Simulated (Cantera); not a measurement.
A perfectly stirred reactor is fed with NH3 : N2 = 1 : 0.16 (molar parts), at 10.00 Torr; it is held at 1375 K, and followed from long to short residence time.

Cantera simulation using the gas-phase N/H chemistry of the illustrative SiF4/NH3 mechanism in the Surface Chemkin manual (1991); the numbers are that mechanism's predictions, not measurements. Walls and surfaces, which speed up NH3 decomposition in real reactors, are not modelled.

Q: What does this change do: temperature 1375 to 1825 K?

A: 
```
quantity                  before     after
----------------------  --------  --------
x(NH3) at τ = 2.40 s       0.862     0.585
x(H2) at τ = 2.40 s     0.000139     0.223
x(N2H4) at τ = 2.40 s    3.05e-9   8.54e-9
x(NH2) at τ = 2.40 s     1.65e-5  0.000538
x(N) at τ = 2.40 s      2.74e-12   3.37e-7
x(NH3) at τ = 92.0 ms      0.862     0.849
x(H2) at τ = 92.0 ms     5.32e-7    0.0104
x(N2H4) at τ = 92.0 ms  1.16e-11   1.52e-8
x(NH2) at τ = 92.0 ms    1.03e-6  0.000717
x(N) at τ = 92.0 ms       <1e-12   2.58e-8
```

Q: What does this change do: temperature 1375 to 1925 K?

A: 
```tsv
quantity	before	after
x(NH3) at τ = 2.40 s	0.862	0.375
x(H2) at τ = 2.40 s	0.000139	0.392
x(N2H4) at τ = 2.40 s	3.05e-9	4.63e-9
x(NH2) at τ = 2.40 s	1.65e-5	0.000631
x(N) at τ = 2.40 s	2.74e-12	8.80e-7
x(NH3) at τ = 92.0 ms	0.862	0.822
x(H2) at τ = 92.0 ms	5.32e-7	0.0314
x(N2H4) at τ = 92.0 ms	1.16e-11	1.62e-8
x(NH2) at τ = 92.0 ms	1.03e-6	0.00118
x(N) at τ = 92.0 ms	<1e-12	1.56e-7
```
